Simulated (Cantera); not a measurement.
Feed: 1 mol AlN, 0.013 mol C, 0.29 mol N2, held at 2.00 Pa.

These are equilibrium values from Cantera (NASA tables, ideal gas, pure condensed phases), not measurements of a reactor. Candidate condensed phases: Al, AlN, C; 29 gas species. Ions and electrons are included (thermal ionisation). Kinetics and transport are ignored.

log p: log10 of the partial pressure in bar; nothing condenses.

```tsv
T (°C)	log p Al	log p N	log p N2	log p e-	log p Al+	log p C
2727	-4.97	-7.39	-5.06	-6.64	-6.64	-6.92
2977	-5.00	-6.75	-5.08	-6.22	-6.22	-6.89
3227	-5.05	-6.21	-5.11	-5.88	-5.88	-6.89
3477	-5.17	-5.77	-5.19	-5.61	-5.61	-6.93
3727	___	___	___	___	___	___
3977	-5.69	-5.20	-5.65	-5.33	-5.33	-7.06
4227	___	-5.10	___	-5.29	-5.29	-7.11
4477	-6.44	-5.07	-6.64	-5.27	-5.27	-7.13
4727	-6.79	-5.06	-7.16	-5.26	-5.26	-7.14
```

### Question
Complete the blanks.

### Answer

- 3727, log p Al: -5.37
- 3727, log p N: -5.43
- 3727, log p N2: -5.35
- 3727, log p e-: -5.43
- 3727, log p Al+: -5.43
- 3727, log p C: -6.99
- 4227, log p Al: -6.06
- 4227, log p N2: -6.11
